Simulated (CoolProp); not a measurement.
Computed with CoolProp (reference Helmholtz-energy equation of state, Lemmon 2006). It is a short technical equation, of lower accuracy than the large ones.

### Question
Give the vapour pressure (MPa), liquid density (kg/m³), liquid cp (kJ/(kg K)) of saturated isopentane at 8.15, 45.85, 140.15 °C.

### Answer
| T (°C) | p (MPa) | liquid density (kg/m³) | liquid cp (kJ/(kg K)) |
|---|---|---|---|
| 8.15 | 0.0486 | 632 | 2.19 |
| 45.85 | 0.182 | 593 | 2.39 |
| 140.15 | 1.58 | 464 | 3.20 |
